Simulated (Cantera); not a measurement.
Feed: 1 mol Si2H6, a varied amount of Cl2, 9.6 mol H2, at 1700 K and 160000 Pa.

These are equilibrium values from Cantera (NASA tables, ideal gas, pure condensed phases), not measurements of a reactor. Candidate condensed phases: Si; 19 gas species. The feed counts by its element totals alone. The tables' values for SiCl3 are old estimates; treat these amounts as uncertain. Gases not in the tables: Si2H6 and higher silanes. Rates play no part.

x: gas mole fraction; n: condensed amount in mol.

```json
[
 {"n(Cl2) (mol)": "0.07", "x H2": "0.989", "x HCl": "0.0103", "x SiCl2": "0.000381", "x SiCl3": "4.00e-6", "x SiHCl3": "1.54e-6", "n Si(l)": "1.99"},
 {"n(Cl2) (mol)": "0.16", "x H2": "0.977", "x HCl": "0.0215", "x SiCl2": "0.00169", "x SiCl3": "3.74e-5", "x SiHCl3": "1.43e-5", "n Si(l)": "1.98"},
 {"n(Cl2) (mol)": "0.25", "x H2": "0.965", "x HCl": "0.0311", "x SiCl2": "0.00359", "x SiCl3": "0.000116", "x SiHCl3": "4.41e-5", "n Si(l)": "1.95"},
 {"n(Cl2) (mol)": "0.34", "x H2": "0.954", "x HCl": "(withheld)", "x SiCl2": "(withheld)", "x SiCl3": "0.000242", "x SiHCl3": "(withheld)", "n Si(l)": "1.92"},
 {"n(Cl2) (mol)": "0.43", "x H2": "0.944", "x HCl": "(withheld)", "x SiCl2": "(withheld)", "x SiCl3": "0.000415", "x SiHCl3": "(withheld)", "n Si(l)": "1.88"},
 {"n(Cl2) (mol)": "0.52", "x H2": "0.934", "x HCl": "0.0539", "x SiCl2": "0.0111", "x SiCl3": "0.000632", "x SiHCl3": "0.000237", "n Si(l)": "1.84"},
 {"n(Cl2) (mol)": "0.61", "x H2": "0.924", "x HCl": "0.0600", "x SiCl2": "0.0140", "x SiCl3": "0.000888", "x SiHCl3": "0.000331", "n Si(l)": "1.80"},
 {"n(Cl2) (mol)": "0.69", "x H2": "0.916", "x HCl": "0.0651", "x SiCl2": "0.0166", "x SiCl3": "0.00115", "x SiHCl3": "0.000426", "n Si(l)": "1.75"},
 {"n(Cl2) (mol)": "0.78", "x H2": "0.908", "x HCl": "0.0703", "x SiCl2": "0.0195", "x SiCl3": "0.00147", "x SiHCl3": "0.000542", "n Si(l)": "1.71"}
]
```

Task: Some entries are withheld; supply them.

Result: 
- 0.34, x HCl: 0.0396
- 0.34, x SiCl2: 0.00588
- 0.34, x SiHCl3: 9.18e-5
- 0.43, x HCl: 0.0471
- 0.43, x SiCl2: 0.00842
- 0.43, x SiHCl3: 0.000156
